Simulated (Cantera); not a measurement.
A closed system holds: 1 mol HMDSO, a varied amount of N₂O, held at 975 K and 360 Pa.

Method: chemical equilibrium by Gibbs-energy minimisation in Cantera with the NASA 1993 tables (ideal gas, pure condensed phases). Candidate condensed phases: C, C₆H₆, C₇H₈, C₈H₁₈, H₂O, Si, SiC, SiO₂, Si₂N₂O, Si₃N₄; 151 gas species. The feed counts by its element totals alone. Equilibrium is a limit: real reactors are often held back by kinetics, nucleation or transport.

Task: At 0.82 mol N₂O, list the 4 most abundant gas species with their mole fractions, and the condensed phases.

Result: H₂ 0.988, N₂ 0.00959, CO 0.00198, CH₄ 0.000442. Condensed: C(graphite) + SiO₂(β-quartz) + Si₂N₂O(s).
